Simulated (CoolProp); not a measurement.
Vapour-liquid equilibrium of benzene (1) + toluene (2) at 291.9 K; x and y are mole fractions of (1).

Model: multi-fluid Helmholtz-energy mixture model, Thol 2012 and Lemmon 2006; pair parameters Bell 2016, in CoolProp.

```json
[
 {"x": "0.05", "bubble pressure, mixture model (MPa)": "0.003056", "bubble pressure, Raoult's law (MPa)": "0.003064", "y, mixture model": "0.152", "y, Raoult's law": "0.154"},
 {"x": "0.2", "bubble pressure, mixture model (MPa)": "0.004052", "bubble pressure, Raoult's law (MPa)": "0.004071", "y, mixture model": "0.461", "y, Raoult's law": "0.464"},
 {"x": "0.35", "bubble pressure, mixture model (MPa)": "0.005057", "bubble pressure, Raoult's law (MPa)": "0.005078", "y, mixture model": "0.649", "y, Raoult's law": "0.651"},
 {"x": "0.5", "bubble pressure, mixture model (MPa)": "0.006068", "bubble pressure, Raoult's law (MPa)": "0.006085", "y, mixture model": "0.775", "y, Raoult's law": "0.776"},
 {"x": "0.65", "bubble pressure, mixture model (MPa)": "0.007080", "bubble pressure, Raoult's law (MPa)": "0.007092", "y, mixture model": "0.865", "y, Raoult's law": "0.865"},
 {"x": "0.8", "bubble pressure, mixture model (MPa)": "0.008092", "bubble pressure, Raoult's law (MPa)": "0.008099", "y, mixture model": "0.933", "y, Raoult's law": "0.933"},
 {"x": "0.95", "bubble pressure, mixture model (MPa)": "0.009104", "bubble pressure, Raoult's law (MPa)": "0.009106", "y, mixture model": "0.985", "y, Raoult's law": "0.985"}
]
```

The largest gap from Raoult's law is -0.5 % in bubble pressure, at x = 0.2. No azeotrope shows between x = 0.05 and 0.95.

Pair parameters are fitted to limited data, so mixtures are less certain than the pure fluids.
